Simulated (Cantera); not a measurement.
Cantera run, input and output.

```python
import numpy as np
import cantera as ct

gas = ct.Solution("gri30.yaml")
gas.TPX = 1050, 220, {'H2': 0.018, 'O2': 1}
reactor = ct.IdealGasConstPressureReactor(gas, energy="off", clone=False)
net = ct.ReactorNet([reactor])
net.rtol, net.atol = 1e-08, 1e-18
show = ['H2', 'O2', 'HO2', 'H2O2', 'OH', 'O']
times = np.geomspace(1e-06, 2, 10)

steps = ct.SolutionArray(gas, extra=["t"])
rows = []
print(f"{'t/s':>10s}{'T/K':>9s}{'P/Pa':>11s}" + "".join(f"{s:>11s}" for s in show))
for t in times:
    while net.time < t:
        t_next = net.step()
        steps.append(gas.state, t=t_next)
    rows.append([np.interp(t, steps.t, y) for y in (steps.T, steps.P, *steps(*show).X.T)])
    print(f"{t:10.3e}{rows[-1][0]:9.1f}{rows[-1][1]:11.4g}" + "".join(f"{x:11.3e}" for x in rows[-1][2:]))
rate = np.gradient(steps.T, steps.t)
print("integrator steps:", len(steps.t))
if steps.T.max() > steps.T[0] + 200:
    print(f"time of steepest temperature rise: {steps.t[rate.argmax()]:.4e} s")
gas.TPX = 1050, 220, {'H2': 0.018, 'O2': 1}
gas.equilibrate("TP")
print(f"equilibrium (TP): T = {gas.T:.1f} K  " + "  ".join(f"{s} {gas[s].X[0]:.3e}" for s in show))
```

Result:

```
       t/s      T/K       P/Pa         H2         O2        HO2       H2O2         OH          O
 1.000e-06   1050.0        220  1.768e-02  9.823e-01  1.022e-13  2.961e-21  9.665e-17  9.667e-17
 5.013e-06   1050.0        220  1.768e-02  9.823e-01  5.126e-13  7.940e-20  2.578e-15  2.581e-15
 2.513e-05   1050.0        220  1.768e-02  9.823e-01  2.570e-12  1.746e-18  5.589e-14  5.610e-14
 1.260e-04   1050.0        220  1.768e-02  9.823e-01  1.288e-11  4.360e-17  1.296e-12  1.320e-12
 6.316e-04   1050.0        220  1.768e-02  9.823e-01  6.461e-11  1.096e-15  2.359e-11  2.586e-11
 3.166e-03   1050.0        220  1.768e-02  9.823e-01  3.243e-10  2.752e-14  2.782e-10  4.004e-10
 1.587e-02   1050.0        220  1.768e-02  9.823e-01  1.693e-09  6.996e-13  2.127e-08  3.777e-08
 7.958e-02   1050.0        220  9.599e-04  9.689e-01  6.261e-07  1.769e-08  1.459e-03  1.123e-02
 3.989e-01   1050.0        220  1.112e-04  9.697e-01  4.402e-07  5.227e-09  7.304e-04  1.146e-02
 2.000e+00   1050.0        220  5.308e-05  9.764e-01  3.367e-07  5.478e-09  5.054e-04  5.306e-03
integrator steps: 740
equilibrium (TP): T = 1050.0 K  H2 1.397e-10  O2 9.822e-01  HO2 5.802e-10  H2O2 4.298e-12  OH 8.390e-07  O 1.422e-08
```

Model: GRI-Mech 3.0 (53 species, 325 reactions), integrated in Cantera. Radical loss at walls, strong at low pressure, is not modelled.
